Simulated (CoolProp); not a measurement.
Ethanol along the isotherm 529.2 K: Z from the reference equation and from simpler models built on Tc = 514.7 K, pc = 62.68 bar, ω = 0.644; each cubic takes its own stable root.

Computed with CoolProp (reference Helmholtz-energy equation of state, Schroeder 2014).

```
p (bar)          phase  reference
-------  -------------  ---------
52.2               gas     0.7117
104      supercritical     0.2527
157      supercritical     0.3285
209      supercritical     0.4111
261      supercritical     0.4930
313      supercritical     0.5734
366      supercritical     0.6538
418      supercritical     0.7312
470      supercritical     0.8075
522      supercritical     0.8826
575      supercritical     0.9580
627      supercritical      1.031
```

**Question.** How far does each simpler model (van der Waals, Redlich-Kwong, Peng-Robinson) lie from the reference over these 12 states: mean and median of the absolute difference, and the worst?

**Answer.** 
- van der Waals: mean 51.1 %, median 55.7 %, worst +56.2 % at 529.2 K and 627 bar
- Redlich-Kwong: mean 21.9 %, median 21.9 %, worst +29.9 % at 529.2 K and 104 bar
- Peng-Robinson: mean 12.9 %, median 11.0 %, worst +26.2 % at 529.2 K and 104 bar
